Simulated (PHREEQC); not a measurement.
A PHREEQC input (ion-association model, phreeqc.dat):

```
SOLUTION 1
  temp 298.15
  units mg/L
  pH 6.78
  pe -1.1
  Na 0.376
  K 0.205
  Ca 1.62
  Mg 0.354
  Cl 1.09
  S(6) 0.255 as SO4
  Alkalinity 5.74 as HCO3
  Sr 0.0612
END
USE solution 1
EQUILIBRIUM_PHASES 1
  Quartz 0 0.5
  CO2(g) -3.4 10
END
```

The run finishes without an error or a warning.

Its last state differs from that of the intended input:

```json
[
 {"quantity": "pH", "as run": "6.50", "intended": "7.18"},
 {"quantity": "ionic strength (mol/kgw)", "as run": "0.000130", "intended": "0.000190"},
 {"quantity": "HCO3- (mol/kgw)", "as run": "1.10e-7", "intended": "9.35e-5"},
 {"quantity": "CO2 (mol/kgw)", "as run": "4.85e-6", "intended": "1.36e-5"},
 {"quantity": "H3SiO4- (mol/kgw)", "as run": "4.74e-5", "intended": "2.39e-7"},
 {"quantity": "CaHCO3+ (mol/kgw)", "as run": "1.87e-5", "intended": "4.52e-8"}
]
```

### Question
One thing in the input isn't as intended. What explains the difference?

### Answer
One answer among several that fit: The fault: the temperature typed in kelvin. The line should read `temp 25` where the input has `temp 298.15`.
